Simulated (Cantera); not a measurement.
Mixture: CH₄ : H₂ : O₂ : N₂ = 1 : 0.13 : 3.62 : 13.6 (molar parts), at 10.0 bar, adiabatic and at constant pressure. Ignition delay is the time to a rise of 400 K.

Model: GRI-Mech 3.0 (53 species, 325 reactions), integrated in Cantera.

Task: Predict: delay at 1275 K; delay at 1325 K; delay at 1375 K; delay at 1425 K; delay at 1475 K; delay at 1525 K; delay at 1575 K; apparent activation energy between 1475 and 1575 K.

Result: 
```
Property                                                 Value
--------------------------------------------------  ----------
delay at 1275 K                                       0.578 ms
delay at 1325 K                                       0.373 ms
delay at 1375 K                                       0.244 ms
delay at 1425 K                                       0.161 ms
delay at 1475 K                                       0.108 ms
delay at 1525 K                                        73.3 µs
delay at 1575 K                                        50.5 µs
apparent activation energy between 1475 and 1575 K  150 kJ/mol
```
